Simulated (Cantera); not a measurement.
An adiabatic, constant-pressure homogeneous reactor starts with CO : H2 : O2 : N2 = 1 : 0.56 : 1.56 : 7.8 (molar parts), equivalence ratio 0.50, at 1523 K and 3750 Torr.

Detailed kinetics in Cantera: GRI-Mech 3.0 (53 species, 325 reactions). The hydrogen kinetics of GRI-Mech 3.0 are dated; newer H2 mechanisms differ, most at raised pressure.

x: mole fraction; the columns are a selection and need not sum to one.

```json
[
 {"t (s)": "3.00e-6", "T (K)": "1524", "x CO": "0.0915", "x H2": "0.0505", "x O2": "0.142", "x NO": "1.77e-10", "x OH": "0.000150"},
 {"t (s)": "1.02e-5", "T (K)": "1983", "x CO": "0.0509", "x H2": "0.00307", "x O2": "0.0925", "x NO": "2.51e-5", "x OH": "0.00875"},
 {"t (s)": "3.44e-5", "T (K)": "2355", "x CO": "(withheld)", "x H2": "(withheld)", "x O2": "0.0803", "x NO": "(withheld)", "x OH": "0.00854"},
 {"t (s)": "0.000116", "T (K)": "2485", "x CO": "0.00669", "x H2": "0.000582", "x O2": "0.0775", "x NO": "0.000338", "x OH": "0.00578"},
 {"t (s)": "0.000393", "T (K)": "2497", "x CO": "0.00546", "x H2": "0.000492", "x O2": "0.0769", "x NO": "0.000886", "x OH": "0.00537"},
 {"t (s)": "0.00133", "T (K)": "2494", "x CO": "0.00541", "x H2": "0.000488", "x O2": "0.0760", "x NO": "0.00257", "x OH": "0.00531"},
 {"t (s)": "0.00451", "T (K)": "2487", "x CO": "0.00528", "x H2": "0.000478", "x O2": "0.0739", "x NO": "0.00677", "x OH": "0.00516"},
 {"t (s)": "0.0152", "T (K)": "2478", "x CO": "0.00513", "x H2": "0.000467", "x O2": "0.0715", "x NO": "0.0117", "x OH": "0.00498"},
 {"t (s)": "0.0516", "T (K)": "2477", "x CO": "0.00511", "x H2": "0.000465", "x O2": "0.0710", "x NO": "0.0126", "x OH": "0.00495"},
 {"t (s)": "0.175", "T (K)": "2477", "x CO": "0.00511", "x H2": "0.000465", "x O2": "0.0710", "x NO": "0.0126", "x OH": "0.00495"},
 {"t (s)": "0.591", "T (K)": "2477", "x CO": "0.00511", "x H2": "0.000465", "x O2": "0.0710", "x NO": "0.0126", "x OH": "0.00495"},
 {"t (s)": "2.00", "T (K)": "2477", "x CO": "0.00511", "x H2": "0.000465", "x O2": "0.0710", "x NO": "0.0126", "x OH": "0.00495"}
]
```

Question: Some entries are withheld; supply them.

Answer: 
- 3.44e-5, x CO: 0.0174
- 3.44e-5, x H2: 0.00152
- 3.44e-5, x NO: 0.000118
